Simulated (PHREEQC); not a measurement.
Consider water at 83 °C with 0.011 mol/kgw FeSO4, 0.03 mol/kgw CuCl2, 0.00085 mol/kgw NaH2PO4 and 0.0015 mol/kgw Na2SO4. Closed to the air; pH follows from the charge balance.

All values are PHREEQC results (ion-association model, wateq4f.dat), not measurements.

```
quantity                   before    after
------------------------  -------  -------
pH                           4.10     4.60
ionic strength (mol/kgw)   0.0941   0.0948
Cl- (mol/kgw)              0.0503   0.0508
Cu+2 (mol/kgw)             0.0169   0.0160
CuCl+ (mol/kgw)           0.00901  0.00857
Fe+2 (mol/kgw)            0.00777  0.00774
SI of Tenorite (CuO)        +0.19    +1.16
```

Problem. Name the change that produced these shifts.
(A) Na2SO4 from 0.0015 to 0.015 mol/kgw
(B) FeSO4 from 0.011 to 0.0099 mol/kgw
(C) NaH2PO4 replaced by K3PO4 at the same molality
(D) NaH2PO4 from 0.00085 to 0.0085 mol/kgw
(E) temperature from 83 to 30 °C

Solution. C, NaH2PO4 replaced by K3PO4 at the same molality

No solid was allowed to form. Some of these states are supersaturated (in Atacamite, Tenorite (slow to form), Cu(OH)2, for instance). H3PO4, which wateq4f.dat lacks, is added to it with the constant of phreeqc.dat. Constants without temperature data keep their 25 °C values here. The database has no phosphate complexes of Cu.
